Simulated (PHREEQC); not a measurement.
Model water analysis in mmol/kgw, 25 °C, pH 6.59:

```tsv
constituent	mmol/kgw
Na	109
K	0.714
Ca	1.44
Mg	22
Cl	107
S(6)	10
Alkalinity (meq/kgw)	8.5e-07
```

Valence states are taken as typed.

Computed with PHREEQC (Pitzer model, pitzer.dat).

### Question
The ionic strength comes out as 0.175 mol/kgw. What activity coefficients do Cl-, SO4-2, Ca+2, Mg+2, Na+ get?

### Answer
Cl- 0.73, SO4-2 0.21, Ca+2 0.29, Mg+2 0.31, Na+ 0.76. Single-ion values are on the MacInnes scale.

Precipitation was switched off in this run.
